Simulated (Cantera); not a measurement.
A closed system holds: 1 mol SiC, 0.0042 mol H2O, 16 mol H2, equilibrated at 22.0 mbar.

Equilibrium computed with Cantera from the NASA thermochemical tables; the gas is ideal and each condensed phase is pure. Candidate condensed phases: C, C6H6, C7H8, C8H18, H2O, Si, SiC, SiO2; 123 gas species. Mutual solubility and eutectic melting of coexisting phases are not modelled. The tables hold silica as quartz up to 1696 K and as liquid above; real silica turns to tridymite and cristobalite and melts near 1996 K. Kinetics and transport are ignored.

x: gas mole fraction; n: condensed amount in mol.

```
T (K)   x H2         x H     x SiO      x CO  n SiC(s)  n SiO2(β-quartz)
-----  -----  ----------  --------  --------  --------  ----------------
1050   1.000  (withheld)   1.31e-8   1.07e-6     0.998           0.00209
1100   1.000  (withheld)   7.99e-8   9.03e-6     0.998           0.00203
1150   1.000  (withheld)   4.95e-7   3.72e-5     0.998           0.00180
1200   1.000  (withheld)   3.33e-6   6.75e-5     0.998           0.00153
1250   1.000  (withheld)   2.11e-5   8.66e-5     0.998           0.00123
1300   1.000  (withheld)  0.000112  0.000121     0.998          0.000229
1350   1.000  (withheld)  0.000133  0.000129     0.998                 0
1400   1.000  (withheld)  0.000133  0.000129     0.998                 0
1450   1.000  (withheld)  0.000132  0.000130     0.998                 0
1500   1.000  (withheld)  0.000132  0.000130     0.998                 0
1550   1.000  (withheld)  0.000132  0.000130     0.998                 0
```

Question: What belongs in the gaps?

Answer: 
- 1050, x H: 5.47e-8
- 1100, x H: 1.74e-7
- 1150, x H: 5.03e-7
- 1200, x H: 1.33e-6
- 1250, x H: 3.26e-6
- 1300, x H: 7.46e-6
- 1350, x H: 1.61e-5
- 1400, x H: 3.28e-5
- 1450, x H: 6.38e-5
- 1500, x H: 0.000119
- 1550, x H: 0.000212
